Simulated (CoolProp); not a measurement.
Saturation properties of chlorine.

Model: reference Helmholtz-energy equation of state, Thol 2021, in CoolProp.

| T (°C) | p (MPa) | liquid cp (kJ/(kg K)) | vapour Z |
|---|---|---|---|
| -72.65 | 0.01263 | 0.9393 | 0.9943 |
| -63.05 | 0.02297 | 0.9380 | 0.9911 |
| -53.35 | 0.03958 | 0.9377 | 0.9866 |
| -43.75 | 0.06446 | 0.9385 | 0.9808 |
| -34.05 | 0.1009 | 0.9407 | 0.9736 |
| -24.45 | 0.1513 | 0.9444 | 0.9648 |
| -14.85 | 0.2193 | 0.9497 | 0.9545 |
| -5.15 | 0.3098 | 0.9568 | 0.9423 |

It boils at -34.0 °C under 1 atm.
